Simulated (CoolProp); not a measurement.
Vapour-liquid equilibrium of carbon dioxide (1) + CH3F (R41) (2) at 242.4 K; x and y are mole fractions of (1).

Values from CoolProp's multi-fluid Helmholtz-energy mixture model, Span 1996 and Lemmon 2006; pair parameters Bell 2016.

Problem. Give the bubble pressure and the first vapour's composition at x = 0.35, 0.65, 0.85. Is there an azeotrope?

Solution. x = 0.35: 988.9 kPa, y = 0.452; x = 0.65: 1159 kPa, y = 0.744; x = 0.85: 1288 kPa, y = 0.903. No azeotrope shows between x = 0.05 and 0.95.

The pair parameters rest on a limited set of measurements; away from them the model extrapolates.
